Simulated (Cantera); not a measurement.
A Cantera script and its output.

```python
import numpy as np
import cantera as ct

gas = ct.Solution("h2o2.yaml")
gas.TPX = 450, 500000, {'H2': 1.3, 'O2': 0.2, 'N2': 0.752}
flame = ct.FreeFlame(gas, width=0.013)
flame.set_refine_criteria(ratio=3, slope=0.08, curve=0.16)
flame.transport_model = "mixture-averaged"
flame.solve(loglevel=0, auto=True)
z, T = flame.grid, flame.T
thick = (T[-1] - T[0]) / np.gradient(T, z).max()
show = ['H2', 'O2', 'H2O', 'O', 'H', 'OH']
print(f"laminar burning velocity  {flame.velocity[0] * 100:.3f} cm/s")
print(f"burnt temperature         {T[-1]:.1f} K")
print(f"thermal thickness         {thick * 1e3:.4f} mm")
print(f"grid points               {len(z)}")
z0 = z[flame.heat_release_rate.argmax()]
print(f"{'z/mm':>9s}{'T/K':>9s}{'u/(m/s)':>9s}" + "".join(f"{s:>11s}" for s in show))
rows = []
for k in (-3, -2, -1.5, -1, -0.5, -0.25, 0, 0.25, 0.5, 1, 2, 4, 8):
    zz = z0 + k * thick
    rows.append([k * thick, np.interp(zz, z, T), np.interp(zz, z, flame.velocity),
                 *(np.interp(zz, z, flame.X[gas.species_index(s)]) for s in show)])
    print(f"{rows[-1][0] * 1e3:9.3f}{rows[-1][1]:9.1f}{rows[-1][2]:9.3f}" + "".join(f"{x:11.3e}" for x in rows[-1][3:]))
```

It prints:

```
laminar burning velocity  363.130 cm/s
burnt temperature         1847.4 K
thermal thickness         0.0636 mm
grid points               109
     z/mm      T/K  u/(m/s)         H2         O2        H2O          O          H         OH
   -0.191    450.0    3.631  5.773e-01  8.881e-02  1.592e-08  7.012e-12  2.572e-14  7.703e-14
   -0.127    450.2    3.632  5.772e-01  8.882e-02  4.238e-07  3.016e-10  1.123e-12  3.329e-12
   -0.095    451.1    3.638  5.769e-01  8.888e-02  5.678e-06  4.236e-09  1.708e-11  5.023e-11
   -0.064    458.2    3.683  5.754e-01  8.921e-02  8.674e-05  6.455e-08  6.256e-10  1.459e-09
   -0.032    577.0    4.514  5.591e-01  8.976e-02  5.639e-03  7.524e-06  4.992e-05  3.033e-05
   -0.016    865.5    6.575  5.285e-01  7.980e-02  3.431e-02  9.117e-05  1.989e-03  3.188e-04
    0.000   1195.4    8.925  4.876e-01  5.656e-02  8.501e-02  3.587e-04  9.778e-03  4.884e-04
    0.016   1424.1   10.596  4.514e-01  2.994e-02  1.362e-01  4.855e-04  1.979e-02  6.661e-04
    0.032   1549.0   11.526  4.307e-01  1.278e-02  1.683e-01  3.086e-04  2.537e-02  6.649e-04
    0.064   1650.6   12.262  4.205e-01  2.090e-03  1.888e-01  7.442e-05  2.530e-02  5.716e-04
    0.127   1719.3   12.723  4.229e-01  1.198e-04  1.934e-01  1.877e-05  1.896e-02  4.717e-04
    0.255   1771.5   13.061  4.277e-01  3.725e-06  1.944e-01  7.493e-06  1.206e-02  3.378e-04
    0.509   1806.8   13.287  4.312e-01  6.133e-07  1.951e-01  2.664e-06  6.991e-03  2.117e-04
```

Cantera simulation using the H2/O2 subset of GRI-Mech 3.0, which has no nitrogen chemistry; the numbers are that mechanism's predictions, not measurements. The hydrogen kinetics of GRI-Mech 3.0 are dated; newer H2 mechanisms differ, most at raised pressure. Burning velocities carry a grid error of a few per cent, more on coarse grids.
